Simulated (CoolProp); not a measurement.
A simple Rankine cycle with carbonyl sulfide: condensing at 321.15 K, boiler at 5.13 MPa, turbine inlet 368.1 K, turbine efficiency 0.6, pump efficiency 0.6, no recuperator. Each further row changes one setting.

Values from CoolProp's reference Helmholtz-energy equation of state, Lemmon 2006. It is a short technical equation, of lower accuracy than the large ones.

```tsv
case	thermal efficiency (%)	net work (kJ/kg)	heat in (kJ/kg)	turbine exit temperature (K)	volume ratio over the turbine
as stated	4.6	?	200	321.2	?
turbine inlet 388.1 K	5.3	12.4	?	327.8	2.31
condensing temperature 313.15 K	?	?	?	313.2	3.08
boiler pressure 3.59 MPa	3.5	?	239	335.5	?
turbine efficiency 0.5	3.4	6.78	200	321.2	2.60
```

Q: Complete the blanks.

A: 
- as stated, net work (kJ/kg): 9.20
- as stated, volume ratio over the turbine: 2.57
- turbine inlet 388.1 K, heat in (kJ/kg): 236
- condensing temperature 313.15 K, thermal efficiency (%): 5.6
- condensing temperature 313.15 K, net work (kJ/kg): 11.7
- condensing temperature 313.15 K, heat in (kJ/kg): 211
- boiler pressure 3.59 MPa, net work (kJ/kg): 8.46
- boiler pressure 3.59 MPa, volume ratio over the turbine: 1.62

The expansion ends wet for: as stated; condensing temperature 313.15 K; turbine efficiency 0.5.
